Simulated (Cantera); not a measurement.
A closed system holds: 1 mol n-butane, 4.4 mol H2O, 1.3 mol H2, equilibrated at 100000 Pa.

Cantera equilibrium calculation (NASA polynomials, part measured and part estimated; ideal gas, pure solids and liquids). Candidate condensed phases: C, C6H6, C7H8, C8H18, H2O; 131 gas species. Ions and electrons are included (thermal ionisation). Equilibrium is a limit: real reactors are often held back by kinetics, nucleation or transport.

x: gas mole fraction; nothing condenses.

```json
[
 {"T (K)": "2500", "x H": "0.0208", "x H2": "0.685", "x CO": "0.268", "x H2O": "0.0252", "x O": "3.17e-6", "x OH": "___"},
 {"T (K)": "3000", "x H": "0.122", "x H2": "0.598", "x CO": "0.254", "x H2O": "0.0225", "x O": "0.000191", "x OH": "___"},
 {"T (K)": "3500", "x H": "0.369", "x H2": "0.390", "x CO": "0.220", "x H2O": "0.0126", "x O": "0.00302", "x OH": "___"},
 {"T (K)": "4000", "x H": "0.640", "x H2": "0.161", "x CO": "0.181", "x H2O": "0.00209", "x O": "0.0108", "x OH": "___"},
 {"T (K)": "4500", "x H": "0.771", "x H2": "0.0497", "x CO": "0.163", "x H2O": "0.000156", "x O": "0.0144", "x OH": "___"},
 {"T (K)": "5000", "x H": "0.810", "x H2": "0.0159", "x CO": "0.156", "x H2O": "1.43e-5", "x O": "0.0161", "x OH": "___"}
]
```

Question: Complete the blanks.

Answer: 
- 2500, x OH: 0.000159
- 3000, x OH: 0.00153
- 3500, x OH: 0.00549
- 4000, x OH: 0.00485
- 4500, x OH: 0.00170
- 5000, x OH: 0.000589
